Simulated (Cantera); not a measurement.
A Cantera script and its output.

```python
import numpy as np
import cantera as ct

gas = ct.Solution("gri30.yaml")
gas.TPX = 1675, 260000, {'CH4': 1, 'O2': 3.45, 'N2': 13}
reactor = ct.IdealGasReactor(gas, energy="on", clone=False)
net = ct.ReactorNet([reactor])
net.rtol, net.atol = 1e-08, 1e-16
show = ['CH4', 'O2', 'CO2', 'NO2', 'OH']
times = np.geomspace(2e-06, 1, 10)

steps = ct.SolutionArray(gas, extra=["t"])
rows = []
print(f"{'t/s':>10s}{'T/K':>9s}{'P/Pa':>11s}" + "".join(f"{s:>11s}" for s in show))
for t in times:
    while net.time < t:
        t_next = net.step()
        steps.append(gas.state, t=t_next)
    rows.append([np.interp(t, steps.t, y) for y in (steps.T, steps.P, *steps(*show).X.T)])
    print(f"{t:10.3e}{rows[-1][0]:9.1f}{rows[-1][1]:11.4g}" + "".join(f"{x:11.3e}" for x in rows[-1][2:]))
rate = np.gradient(steps.T, steps.t)
print("integrator steps:", len(steps.t))
if steps.T.max() > steps.T[0] + 200:
    print(f"time of steepest temperature rise: {steps.t[rate.argmax()]:.4e} s")
gas.TPX = 1675, 260000, {'CH4': 1, 'O2': 3.45, 'N2': 13}
gas.equilibrate("UV")
print(f"equilibrium (UV): T = {gas.T:.1f} K  " + "  ".join(f"{s} {gas[s].X[0]:.3e}" for s in show))
```

It prints:

```
       t/s      T/K       P/Pa        CH4         O2        CO2        NO2         OH
 2.000e-06   1675.0    2.6e+05  5.730e-02  1.977e-01  9.424e-11  2.564e-18  1.858e-07
 8.595e-06   1674.9    2.6e+05  5.727e-02  1.977e-01  5.273e-09  3.233e-16  4.696e-07
 3.694e-05   1675.5  2.601e+05  5.676e-02  1.974e-01  1.028e-06  6.579e-14  3.604e-06
 1.587e-04   2818.9  4.459e+05  1.167e-16  8.057e-02  4.401e-02  1.676e-06  1.884e-02
 6.822e-04   2801.2  4.426e+05  1.096e-16  7.489e-02  4.444e-02  1.201e-05  1.777e-02
 2.932e-03   2792.0  4.409e+05  1.060e-16  7.204e-02  4.464e-02  1.698e-05  1.724e-02
 1.260e-02   2791.9  4.409e+05  1.060e-16  7.201e-02  4.464e-02  1.702e-05  1.723e-02
 5.415e-02   2791.9  4.409e+05  1.060e-16  7.201e-02  4.464e-02  1.702e-05  1.723e-02
 2.327e-01   2791.9  4.409e+05  1.060e-16  7.201e-02  4.464e-02  1.702e-05  1.723e-02
 1.000e+00   2791.9  4.409e+05  1.060e-16  7.201e-02  4.464e-02  1.702e-05  1.723e-02
integrator steps: 1710
time of steepest temperature rise: 1.0209e-04 s
equilibrium (UV): T = 2791.9 K  CH4 1.491e-16  O2 7.201e-02  CO2 4.464e-02  NO2 1.702e-05  OH 1.723e-02
```

Cantera simulation using GRI-Mech 3.0 (53 species, 325 reactions); the numbers are that mechanism's predictions, not measurements.
